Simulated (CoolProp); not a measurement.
Hydrogen chloride along the isobar 187 bar: fugacity coefficient from the reference equation and from simpler models built on Tc = 324.7 K, pc = 83.14 bar, ω = 0.130; each cubic takes its own stable root.

Values from CoolProp's reference Helmholtz-energy equation of state, Thol 2018.

```
T (K)   phase  reference
-----  ------  ---------
176.2  liquid   0.003745
181.4  liquid   0.005149
186.5  liquid   0.006897
191.7  liquid   0.009119
196.9  liquid    0.01185
202    liquid    0.01508
207.2  liquid    0.01901
212.3  liquid    0.02355
217.5  liquid    0.02893
222.7  liquid    0.03512
227.8  liquid    0.04204
```

How far does each simpler model (Soave-Redlich-Kwong, Peng-Robinson) lie from the reference over these 11 states: mean and median of the absolute difference, and the worst?


- Soave-Redlich-Kwong: mean 3.4 %, median 3.4 %, worst +6.7 % at 227.8 K and 187 bar
- Peng-Robinson: mean 1.0 %, median 0.9 %, worst +1.9 % at 227.8 K and 187 bar
